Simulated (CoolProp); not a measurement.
Toluene at 298.15 K and 2.12 MPa flows at 0.2 m/s in a round tube of 1 mm bore and 45 µm roughness, fully developed (64/Re and Nu = 3.66 if laminar; Colebrook and Gnielinski if turbulent). Each further row changes one setting.

Model: reference Helmholtz-energy equation of state, Lemmon 2006, in CoolProp. It is a short technical equation, of lower accuracy than the large ones.

```csv
case,Reynolds number,Darcy friction factor,pressure drop (Pa/m),heat-transfer coefficient (W/(m² K)),mass flow (kg/h)
as stated,308,0.208,…,480,…
velocity 0.4 m/s,615,0.104,7190,480,0.977
diameter 2 mm,615,0.104,…,…,…
```

### Question
Fill in the missing entries.

### Answer

- as stated, pressure drop (Pa/m): 3600
- as stated, mass flow (kg/h): 0.488
- diameter 2 mm, pressure drop (Pa/m): 899
- diameter 2 mm, heat-transfer coefficient (W/(m² K)): 240
- diameter 2 mm, mass flow (kg/h): 1.95

Viscosity comes from a separate model (Avgeri 2015). Thermal conductivity comes from a separate model (Assael 2012).
